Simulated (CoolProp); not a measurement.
Octamethylcyclotetrasiloxane (D4) along the isobar 1470 kPa: density (kg/m³) from the reference equation and from simpler models built on Tc = 586.5 K, pc = 1347 kPa, ω = 0.598; each cubic takes its own stable root.

Model: reference Helmholtz-energy equation of state, Thol 2015, in CoolProp.

| T (K) | phase | reference | van der Waals | Redlich-Kwong | Soave-Redlich-Kwong | Peng-Robinson |
|---|---|---|---|---|---|---|
| 549.1 | liquid | 603.9 | 369.1 | 480.9 | 520.1 | 585.8 |
| 559.2 | liquid | (withheld) | 355.0 | 455.3 | 488.8 | 549.3 |
| 569.3 | liquid | 545.7 | (withheld) | (withheld) | 451.3 | (withheld) |
| 579.5 | liquid | 501.4 | (withheld) | 387.0 | 401.6 | 446.7 |
| 589.6 | supercritical | 404.8 | (withheld) | 329.6 | (withheld) | (withheld) |
| 599.7 | supercritical | 191.3 | 220.3 | 204.7 | 178.8 | 189.9 |
| 609.9 | supercritical | 157.2 | 166.8 | 165.8 | 149.9 | 158.2 |
| 620 | supercritical | 140.2 | 148.5 | 148.1 | 134.7 | 141.5 |

### Question
Some entries are withheld; supply them.

### Answer

- 559.2, reference: 577.6
- 569.3, van der Waals: 338.4
- 569.3, Redlich-Kwong: 425.2
- 569.3, Peng-Robinson: 505.3
- 579.5, van der Waals: 317.6
- 589.6, van der Waals: 288.2
- 589.6, Soave-Redlich-Kwong: 316.2
- 589.6, Peng-Robinson: 345.2
